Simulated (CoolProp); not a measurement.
Vapour-liquid equilibrium of benzene (1) + n-nonane (2) at 0.206 MPa; x and y are mole fractions of (1).

The numbers come from the multi-fluid Helmholtz-energy mixture model, Thol 2012 and Lemmon 2006; pair parameters Bell 2016 in CoolProp.

| x | bubble temperature (°C) | y at the bubble point | dew temperature at overall composition x (°C) | liquid density (mol/L) |
|---|---|---|---|---|
| 0.05 | 169.1 | 0.241 | 177.7 | 4.728 |
| 0.2 | 146.3 | 0.623 | 171.1 | 5.304 |
| 0.35 | 132.8 | 0.779 | 163.6 | 5.903 |
| 0.5 | 123.8 | 0.860 | 154.9 | 6.575 |
| 0.65 | 117.2 | 0.912 | 144.3 | 7.369 |
| 0.8 | 111.6 | 0.953 | 130.6 | 8.341 |
| 0.95 | 106.6 | 0.989 | 112.1 | 9.566 |

No azeotrope shows between x = 0.05 and 0.95.

The pair parameters rest on a limited set of measurements; away from them the model extrapolates.
